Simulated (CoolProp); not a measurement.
n-perfluorohexane along the isobar 6.94 MPa: density (kg/m³) from the reference equation and from simpler models built on Tc = 174.9 °C, pc = 1.742 MPa, ω = 0.497; each cubic takes its own stable root.

The numbers come from the reference Helmholtz-energy equation of state, Gao 2022 in CoolProp.

| T (°C) | phase | reference | Soave-Redlich-Kwong | Peng-Robinson |
|---|---|---|---|---|
| -12.55 | liquid | 1804 | (withheld) | 1764 |
| 11.15 | liquid | 1742 | 1529 | (withheld) |
| 34.85 | liquid | 1679 | 1481 | 1665 |
| 58.45 | liquid | 1615 | 1428 | 1606 |
| 82.15 | liquid | (withheld) | (withheld) | 1540 |
| 105.85 | liquid | 1477 | 1303 | (withheld) |
| 129.55 | liquid | 1401 | 1230 | 1380 |
| 153.15 | liquid | 1318 | 1149 | 1285 |
| 176.85 | supercritical | 1228 | 1060 | 1180 |

Fill in the missing entries.


- -12.55, Soave-Redlich-Kwong: 1571
- 11.15, Peng-Robinson: 1717
- 82.15, reference: 1548
- 82.15, Soave-Redlich-Kwong: 1369
- 105.85, Peng-Robinson: 1464
